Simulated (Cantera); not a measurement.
A perfectly stirred reactor is fed with H₂ : O₂ : N₂ = 1.7 : 1 : 1.9 (molar parts), at 100000 Pa; it is held at 1075 K, and followed from long to short residence time.

Computed with Cantera and the H2/O2 subset of GRI-Mech 3.0, which has no nitrogen chemistry. The temperature is held fixed by assumption; the heat of reaction is taken as removed at once.

x: mole fraction; the columns are a selection and need not sum to one.

```json
[
 {"τ (s)": "0.35", "x H₂": "0.0261", "x O₂": "0.0524", "x H₂O₂": "8.74e-5", "x OH": "2.71e-6", "x O": "1.56e-6"},
 {"τ (s)": "0.24", "x H₂": "0.0340", "x O₂": "0.0562", "x H₂O₂": "0.000110", "x OH": "2.93e-6", "x O": "1.83e-6"},
 {"τ (s)": "0.17", "x H₂": "0.0426", "x O₂": "0.0603", "x H₂O₂": "0.000134", "x OH": "___", "x O": "2.12e-6"},
 {"τ (s)": "0.12", "x H₂": "0.0525", "x O₂": "0.0651", "x H₂O₂": "0.000161", "x OH": "___", "x O": "2.48e-6"},
 {"τ (s)": "0.082", "x H₂": "0.0645", "x O₂": "0.0708", "x H₂O₂": "0.000191", "x OH": "___", "x O": "2.98e-6"},
 {"τ (s)": "0.057", "x H₂": "0.0763", "x O₂": "0.0764", "x H₂O₂": "0.000217", "x OH": "___", "x O": "3.61e-6"},
 {"τ (s)": "0.040", "x H₂": "0.0874", "x O₂": "0.0817", "x H₂O₂": "0.000235", "x OH": "___", "x O": "4.45e-6"},
 {"τ (s)": "0.028", "x H₂": "0.0974", "x O₂": "0.0865", "x H₂O₂": "0.000244", "x OH": "___", "x O": "5.63e-6"},
 {"τ (s)": "0.019", "x H₂": "0.106", "x O₂": "0.0907", "x H₂O₂": "0.000237", "x OH": "___", "x O": "7.51e-6"},
 {"τ (s)": "0.013", "x H₂": "0.112", "x O₂": "0.0935", "x H₂O₂": "0.000215", "x OH": "___", "x O": "1.03e-5"},
 {"τ (s)": "0.0094", "x H₂": "0.115", "x O₂": "0.0950", "x H₂O₂": "0.000188", "x OH": "___", "x O": "1.37e-5"}
]
```

Some entries are withheld; supply them.


- 0.17, x OH: 3.18e-6
- 0.12, x OH: 3.50e-6
- 0.082, x OH: 3.98e-6
- 0.057, x OH: 4.61e-6
- 0.040, x OH: 5.48e-6
- 0.028, x OH: 6.74e-6
- 0.019, x OH: 8.80e-6
- 0.013, x OH: 1.19e-5
- 0.0094, x OH: 1.58e-5
